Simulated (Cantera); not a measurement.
What does this Cantera script print?

```python
import numpy as np
import cantera as ct

gas_names = """
    Cr CrO CrO2 CrO3 H HO2 H2 H2O H2O2 O OH O2 O3
""".split()
cond_names = """
    Cr(cr) Cr(L) Cr2O3(s) Cr2O3(L) H2O(s) H2O(L)
""".split()


# ... load() reads the species with a 1 bar reference pressure and builds the phases ...
atoms = {
    'Cr2O3': {'Cr': 2, 'O': 3},
    'H2': {'H': 2},
    'H2O': {'H': 2, 'O': 1},
}
top_T = {}  # K; cautious upper limits of use, not melting points


# ... equilibrate(T, P, feed) seeds the gas with the atoms and calls Mixture.equilibrate('TP', solver="vcs", rtol=1e-11, max_steps=5000) ...
results = []
feed = {'Cr2O3': 1, 'H2': 2500, 'H2O': 7.8}  # mol
P = 360  # Pa
for T in [1523, 1623, 1723, 1823, 1923, 2023, 2123]:
    mix = equilibrate(T, P, feed)
    results.append((T, P, feed, dict(zip(mix.species_names, mix.species_moles))))
    x = sorted(zip(gas.X, gas.species_names), reverse=True)
    print(f"T = {T:g} K  P = {P:g} Pa  gas = {mix.phase_moles(0):.4g} mol")
    print("   x: " + "  ".join(f"{s} {v:.3e}" for v, s in x if v > 1e-05))
    print("   condensed (mol): " + ("  ".join(f"{mix.phase(i).name} {mix.phase_moles(i):.4g}"
          for i in range(1, mix.n_phases) if mix.phase_moles(i) > 1e-12) or "none"))
```

Output:

```
T = 1523 K  P = 360 Pa  gas = 2508 mol
   x: H2 9.963e-01  H2O 3.221e-03  H 3.845e-04  Cr 7.408e-05
   condensed (mol): Cr2O3(s) 0.907
T = 1623 K  P = 360 Pa  gas = 2511 mol
   x: H2 9.938e-01  H2O 4.265e-03  H 1.148e-03  Cr 7.720e-04
   condensed (mol): Cr2O3(s) 0.02904
T = 1723 K  P = 360 Pa  gas = 2514 mol
   x: H2 9.919e-01  H2O 4.294e-03  H 3.027e-03  Cr 7.941e-04
   condensed (mol): none
T = 1823 K  P = 360 Pa  gas = 2519 mol
   x: H2 9.877e-01  H 7.177e-03  H2O 4.284e-03  Cr 7.922e-04
   condensed (mol): none
T = 1923 K  P = 360 Pa  gas = 2529 mol
   x: H2 9.794e-01  H 1.554e-02  H2O 4.262e-03  Cr 7.886e-04
   condensed (mol): none
T = 2023 K  P = 360 Pa  gas = 2549 mol
   x: H2 9.639e-01  H 3.108e-02  H2O 4.219e-03  Cr 7.821e-04  OH 1.417e-05
   condensed (mol): none
T = 2123 K  P = 360 Pa  gas = 2585 mol
   x: H2 9.372e-01  H 5.788e-02  H2O 4.143e-03  Cr 7.712e-04  OH 3.164e-05
   condensed (mol): none
```

Equilibrium computed with Cantera from the NASA thermochemical tables; the gas is ideal and each condensed phase is pure.
